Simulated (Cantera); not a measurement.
Moist CO burnout

An isothermal, constant-pressure homogeneous reactor starts with CO : O2 : H2O : N2 = 0.018 : 0.033 : 0.00023 : 1 (molar parts), equivalence ratio 0.27, at 1498 K and 7500 Torr.

Detailed kinetics in Cantera: GRI-Mech 3.0 (53 species, 325 reactions).

| t (s) | x CO | x O2 | x H2O | x H | x NO | x N2O |
|---|---|---|---|---|---|---|
| 1.00e-6 | 0.0171 | 0.0314 | 0.000219 | 3.50e-12 | <1e-12 | <1e-12 |
| 8.60e-6 | 0.0171 | 0.0314 | 0.000219 | 2.19e-10 | <1e-12 | 3.85e-11 |
| 7.40e-5 | 0.0171 | 0.0314 | 0.000219 | 1.16e-8 | 5.36e-12 | 2.97e-9 |
| 0.000637 | 0.0142 | 0.0298 | 0.000200 | 6.17e-6 | 4.32e-7 | 5.10e-6 |
| 0.00548 | 0.00134 | 0.0236 | 0.000214 | 4.76e-7 | 1.34e-5 | 1.23e-5 |
| 0.0471 | 6.83e-6 | 0.0230 | 0.000219 | 1.57e-9 | 1.78e-5 | 5.39e-7 |
| 0.405 | 1.72e-7 | 0.0230 | 0.000220 | 1.59e-10 | 1.81e-5 | 9.51e-8 |
| 3.49 | 1.72e-7 | 0.0230 | 0.000220 | 1.59e-10 | 1.83e-5 | 9.51e-8 |
| 30.0 | 1.72e-7 | 0.0230 | 0.000220 | 1.59e-10 | 2.00e-5 | 9.51e-8 |
x: mole fraction; the columns are a selection and need not sum to one.

Equilibrium at this temperature and pressure: CO 1.73e-7, O2 0.0228, H2O 0.000220, H 1.60e-10, NO 0.000443, N2O 9.48e-8 (gas phase only).
